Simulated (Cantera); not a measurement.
Charge: 1 mol Si₃N₄, 0.022 mol CO₂, 12 mol N₂, equilibrated at 2073.15 K and 1.50 Torr.

Equilibrium computed with Cantera from the NASA thermochemical tables; the gas is ideal and each condensed phase is pure. Candidate condensed phases: C, Si, SiC, SiO₂, Si₂N₂O, Si₃N₄; 34 gas species. The tables' values for SiN are old estimates; treat these amounts as uncertain. Rates play no part.

Base state: N₂ 0.944, Si 0.0499, SiO 0.00241, Si₂C 0.000920, Si₂ 0.000613, Si₂N 0.000587, CO 0.000557, SiN 0.000477 (mole fractions); condensed: Si(l).

Question: What changes in the equilibrium state with this change: temperature from 2073.15 K to 1200 K?

Answer: 
```csv
species,before,after
N₂,0.944,1.000
CO,0.000557,7.79e-6
SiO,0.00241,1.10e-9
Si,0.0499,<1e-9
Si₂C,0.000920,<1e-9
Si₂,0.000613,<1e-9
"Si(l), mol",2.15,0
"C(graphite), mol",0,0.0219
"Si₂N₂O(s), mol",0,0.0439
"Si₃N₄(s), mol",0,0.971
```
Mutual solubility and eutectic melting of coexisting phases are not modelled.
